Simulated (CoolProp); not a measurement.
Saturation properties of sulfur hexafluoride (Tc = 318.7 K, pc = 3.755 MPa, ω = 0.210).

Values from CoolProp's reference Helmholtz-energy equation of state, Guder 2009.

```json
[
 {"T (K)": "248.4", "p (MPa)": "0.5897", "vapour Z": "0.8643", "liquid viscosity (µPa s)": "[?]"},
 {"T (K)": "251.6", "p (MPa)": "0.6556", "vapour Z": "0.8538", "liquid viscosity (µPa s)": "266"},
 {"T (K)": "254.8", "p (MPa)": "0.7268", "vapour Z": "0.8428", "liquid viscosity (µPa s)": "252"},
 {"T (K)": "258", "p (MPa)": "0.8037", "vapour Z": "[?]", "liquid viscosity (µPa s)": "239"},
 {"T (K)": "261.3", "p (MPa)": "[?]", "vapour Z": "0.8187", "liquid viscosity (µPa s)": "226"},
 {"T (K)": "264.5", "p (MPa)": "0.9781", "vapour Z": "0.8059", "liquid viscosity (µPa s)": "214"},
 {"T (K)": "267.7", "p (MPa)": "1.074", "vapour Z": "0.7924", "liquid viscosity (µPa s)": "203"},
 {"T (K)": "270.9", "p (MPa)": "1.176", "vapour Z": "0.7783", "liquid viscosity (µPa s)": "192"},
 {"T (K)": "274.2", "p (MPa)": "1.288", "vapour Z": "0.7630", "liquid viscosity (µPa s)": "181"},
 {"T (K)": "277.4", "p (MPa)": "1.405", "vapour Z": "0.7474", "liquid viscosity (µPa s)": "172"},
 {"T (K)": "280.6", "p (MPa)": "1.529", "vapour Z": "0.7309", "liquid viscosity (µPa s)": "162"}
]
```

Complete the blanks.


- 248.4, liquid viscosity (µPa s): 280
- 258, vapour Z: 0.8312
- 261.3, p (MPa): 0.8890

Viscosity comes from a separate model (Quiñones-Cisneros 2012).
